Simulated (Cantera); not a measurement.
Input: 1 mol Ta(OEt)5, a varied amount of H2O, 10 mol H2, at 900 K and 30.0 mbar.

Equilibrium computed with Cantera from the NASA thermochemical tables; the gas is ideal and each condensed phase is pure. Candidate condensed phases: C, C6H6, C7H8, C8H18, H2O, Ta, TaC, Ta2O5; 113 gas species. The feed counts by its element totals alone. The numbers say what is thermodynamically allowed, not how fast it happens.

**Question.** Which condensed phases are stable at each of these points (n(H2O) (mol)): 0.15, 0.25, 0.44, 0.75, 1.3, 2.2, 3.8, 6.6, 11?

**Answer.** 
```
n(H2O) (mol)        condensed phases  Ta condensed (%)
------------  ----------------------  ----------------
0.15          C(graphite) + Ta2O5(s)             100.0
0.25          C(graphite) + Ta2O5(s)             100.0
0.44          C(graphite) + Ta2O5(s)             100.0
0.75          C(graphite) + Ta2O5(s)             100.0
1.3           C(graphite) + Ta2O5(s)             100.0
2.2           C(graphite) + Ta2O5(s)             100.0
3.8           C(graphite) + Ta2O5(s)             100.0
6.6           C(graphite) + Ta2O5(s)             100.0
11                          Ta2O5(s)             100.0
```

From 0.15 mol H2O to 6.6 mol H2O the condensed part is C(graphite) + Ta2O5(s). At 11 mol H2O the condensed part is Ta2O5(s).
